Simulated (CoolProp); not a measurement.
Properties of chlorine at several states (Tc = 416.9 K, pc = 7642 kPa, ω = 0.070).

Computed with CoolProp (reference Helmholtz-energy equation of state, Thol 2021).

```json
[
 {"T (K)": "227.7", "p (kPa)": "38", "phase": "gas", "Z": "0.9885", "speed of sound (m/s)": "…", "Joule-Thomson coefficient (K/MPa)": "56.52", "isothermal compressibility (1/MPa)": "26.63", "fugacity coefficient": "0.9887"},
 {"T (K)": "297.6", "p (kPa)": "4220", "phase": "liquid", "Z": "0.08609", "speed of sound (m/s)": "…", "Joule-Thomson coefficient (K/MPa)": "…", "isothermal compressibility (1/MPa)": "…", "fugacity coefficient": "0.1759"},
 {"T (K)": "265.8", "p (kPa)": "429", "phase": "liquid", "Z": "0.009242", "speed of sound (m/s)": "951.8", "Joule-Thomson coefficient (K/MPa)": "…", "isothermal compressibility (1/MPa)": "0.001442", "fugacity coefficient": "…"},
 {"T (K)": "361.6", "p (kPa)": "204", "phase": "gas", "Z": "0.9864", "speed of sound (m/s)": "234.1", "Joule-Thomson coefficient (K/MPa)": "18.42", "isothermal compressibility (1/MPa)": "4.970", "fugacity coefficient": "0.9866"}
]
```

Q: Some entries are withheld; supply them.

A: 
- 227.7, speed of sound (m/s): 188.4
- 297.6, speed of sound (m/s): 841.6
- 297.6, Joule-Thomson coefficient (K/MPa): -0.2579
- 297.6, isothermal compressibility (1/MPa): 0.002024
- 265.8, Joule-Thomson coefficient (K/MPa): -0.3413
- 265.8, fugacity coefficient: 0.6366
